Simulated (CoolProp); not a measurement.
Vapour-liquid equilibrium of benzene (1) + ethylbenzene (2) at 470.2 K; x and y are mole fractions of (1).

Values from CoolProp's multi-fluid Helmholtz-energy mixture model, Thol 2012 and Zhou 2012; pair parameters Bell 2016.

**Question.** Give the bubble pressure and the first vapour's composition at x = 0.2, 0.8, 0.95. Is there an azeotrope?

**Answer.** x = 0.2: 560.4 kPa, y = 0.392; x = 0.8: 1140 kPa, y = 0.918; x = 0.95: 1312 kPa, y = 0.982. No azeotrope shows between x = 0.05 and 0.95.

Pair parameters are fitted to limited data, so mixtures are less certain than the pure fluids.
